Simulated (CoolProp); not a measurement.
Model: reference Helmholtz-energy equation of state, Younglove 1994, in CoolProp. It is a modified Benedict-Webb-Rubin equation, recast in Helmholtz form.

Question: Give the vapour pressure (MPa), vapour density (kg/m³), vapour viscosity (µPa s) of saturated R123 at -41.45, 59.55 °C.

Answer: 
```json
[
 {"T (°C)": "-41.45", "p (MPa)": "0.00324", "vapour density (kg/m³)": "0.258", "vapour viscosity (µPa s)": "8.25"},
 {"T (°C)": "59.55", "p (MPa)": "0.282", "vapour density (kg/m³)": "17.1", "vapour viscosity (µPa s)": "11.9"}
]
```

Viscosity comes from a separate model (Tanaka 1996).
